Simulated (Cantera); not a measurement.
# Carbothermic reduction: PbO + CO + H2

A closed system holds: 1 mol PbO, 0.55 mol CO, 0.36 mol H2, held at 0.000710 bar.

These are equilibrium values from Cantera (NASA tables, ideal gas, pure condensed phases), not measurements of a reactor. Candidate condensed phases: C, C6H6, C7H8, C8H18, H2O, Pb, PbO, PbO2, Pb3O4; 113 gas species. Mutual solubility and eutectic melting of coexisting phases are not modelled. Equilibrium is a limit: real reactors are often held back by kinetics, nucleation or transport.

```
T (K)  log p CO2  log p Pb  log p H2O  log p CO  log p O  log p H  log p O2  log p PbO  log p OH  log p H2  n Pb(l)  n PbO(yellow)
-----  ---------  --------  ---------  --------  -------  -------  --------  ---------  --------  --------  -------  -------------
1025       -3.39     -4.56      -3.57     -7.29     <-15   -12.04    -11.90      -6.16    -10.82     -7.36    0.873         0.0892
1175       -3.69     -3.47      -3.87     -7.18   -12.36   -10.65     -9.05      -4.47     -9.20     -7.48        0              0
1325       -3.69     -3.47      -3.87     -6.41   -10.44    -9.22     -7.77      -4.47     -8.07     -6.86        0              0
1475       -3.69     -3.47      -3.88     -5.81    -8.91    -8.08     -6.73      -4.46     -7.15     -6.38        0              0
1625       -3.70     -3.48      -3.88     -5.33    -7.64    -7.15     -5.87      -4.44     -6.41     -6.00        0              0
1775       -3.72     -3.48      -3.89     -4.91    -6.63    -6.37     -5.21      -4.46     -5.81     -5.65        0              0
1925       -3.77     -3.48      -3.91     -4.55    -5.82    -5.68     -4.77      -4.54     -5.34     -5.32        0              0
2075       -3.87     -3.49      -3.97     -4.25    -5.17    -5.09     -4.48      -4.65     -4.97     -5.04        0              0
2225       -4.06     -3.51      -4.10     -4.05    -4.65    -4.60     -4.31      -4.81     -4.72     -4.82        0              0
2375       -4.34     -3.55      -4.36     -3.94    -4.25    -4.22     -4.26      -5.02     -4.59     -4.74        0              0
2525       -4.71     -3.60      -4.85     -3.91    -3.96    -3.97     -4.36      -5.29     -4.65     -4.84        0              0
```
log p: log10 of the partial pressure in bar; n: condensed amount in mol.

At 1025 K the condensed part is Pb(l) + PbO(yellow). From 1175 K to 2525 K nothing is condensed. The main Pb-bearing gas is Pb throughout.
